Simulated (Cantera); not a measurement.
Input: 1 mol Si, 0.0011 mol O2, 4.2 mol H2, 0.001 mol H2O, at 775 °C and 8.40e-6 bar.

Method: chemical equilibrium by Gibbs-energy minimisation in Cantera with the NASA 1993 tables (ideal gas, pure condensed phases). Candidate condensed phases: H2O, Si, SiO2; 18 gas species. Mutual solubility and eutectic melting of coexisting phases are not modelled. Equilibrium is a limit: real reactors are often held back by kinetics, nucleation or transport.

Base state: H2 1.000, SiO 0.000421 (mole fractions); condensed: Si(s) + SiO2(β-quartz).

**Question.** What changes in the equilibrium state with this change: pressure from 8.40e-6 bar to 0.0420 bar?

**Answer.** 
```csv
species,before,after
H2,1.000,1.00
SiO,0.000421,8.43e-8
"Si(s), mol",0.998,0.998
"SiO2(β-quartz), mol",0.000714,0.00160
```

**Question.** What changes in the equilibrium state with this change: pressure from 8.40e-6 bar to 2.50 bar?

**Answer.** 
```csv
species,before,after
H2,1.000,1.000
SiO,0.000421,1.42e-9
"Si(s), mol",0.998,0.998
"SiO2(β-quartz), mol",0.000714,0.00160
```
